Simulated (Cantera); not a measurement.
An isothermal, constant-pressure homogeneous reactor starts with 47.6 % CH4, 52.4 % CO2, at 1325 K and 158 Torr.

Detailed kinetics in Cantera: GRI-Mech 3.0 (53 species, 325 reactions).

Problem. Predict: x(CH4) at 300 s; x(CO2) at 300 s; x(C2H4) at 300 s; x(CH2CO) at 300 s; x(C2H6) at 300 s.

Solution. 
| Property | Result |
|---|---|
| x(CH4) at 300 s | 0.0812 (gas-phase equilibrium 7.10e-6) |
| x(CO2) at 300 s | 0.143 (gas-phase equilibrium 0.00888) |
| x(C2H4) at 300 s | 0.00901 (gas-phase equilibrium 4.26e-11) |
| x(CH2CO) at 300 s | 1.67e-5 (gas-phase equilibrium 2.91e-11) |
| x(C2H6) at 300 s | 2.45e-5 (gas-phase equilibrium <1e-12) |
